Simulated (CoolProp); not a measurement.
Saturation properties of carbon monoxide (Tc = 132.9 K, pc = 34.98 bar, ω = 0.050).

Computed with CoolProp (reference Helmholtz-energy equation of state, Lemmon 2006). It is a short technical equation, of lower accuracy than the large ones.

| T (K) | p (bar) | enthalpy of vaporisation (kJ/kg) | liquid cp (kJ/(kg K)) | vapour Z | surface tension (mN/m) |
|---|---|---|---|---|---|
| 105.8 | 8.165 | 171.6 | 2.428 | 0.8203 | 4.58 |
| 107.4 | 9.062 | 167.8 | 2.472 | 0.8065 | 4.27 |
| 109.1 | 10.09 | 163.5 | 2.526 | 0.7910 | 3.94 |
| 110.7 | 11.13 | (withheld) | 2.585 | 0.7758 | 3.64 |
| 112.4 | 12.32 | 154.4 | 2.657 | 0.7586 | 3.32 |
| 114 | 13.52 | 149.7 | 2.736 | 0.7417 | 3.02 |
| 115.7 | 14.88 | 144.3 | 2.837 | 0.7226 | 2.71 |
| 117.3 | 16.25 | 138.9 | 2.950 | 0.7036 | 2.42 |
| 119 | 17.80 | 132.7 | 3.098 | 0.6821 | (withheld) |
| 120.6 | 19.36 | 126.5 | 3.273 | 0.6605 | 1.84 |
| 122.3 | 21.12 | 119.3 | 3.513 | 0.6358 | 1.55 |
| 123.9 | 22.88 | 111.8 | 3.820 | 0.6106 | 1.29 |
| 125.6 | 24.87 | 102.9 | 4.288 | 0.5812 | 1.01 |
| 127.2 | 26.86 | 93.40 | 4.980 | 0.5500 | 0.759 |
| 128.9 | 29.11 | 81.33 | 6.326 | 0.5116 | (withheld) |

Complete the blanks.


- 110.7, enthalpy of vaporisation (kJ/kg): 159.2
- 119, surface tension (mN/m): 2.12
- 128.9, surface tension (mN/m): 0.504

It boils at 81.6 K under 1 atm.

Surface tension comes from a separate correlation (Mulero 2012).
